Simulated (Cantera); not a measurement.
Feed: 1 mol SiO2, 0.11 mol Al2O3, 10 mol H2O, held at 23.0 Pa.

Cantera equilibrium calculation (NASA polynomials, part measured and part estimated; ideal gas, pure solids and liquids). Candidate condensed phases: Al, Al2O3, Al2SiO5, Al6Si2O13, H2O, Si, SiO2; 28 gas species. The tables' values for AlOH, SiO2 are old estimates; treat these amounts as uncertain. Rates play no part.

At 2300 °C, list the 4 most abundant gas species with their mole fractions, and the condensed phases.

H 0.533, O 0.267, H2 0.0554, OH 0.0426. Condensed: gas only.
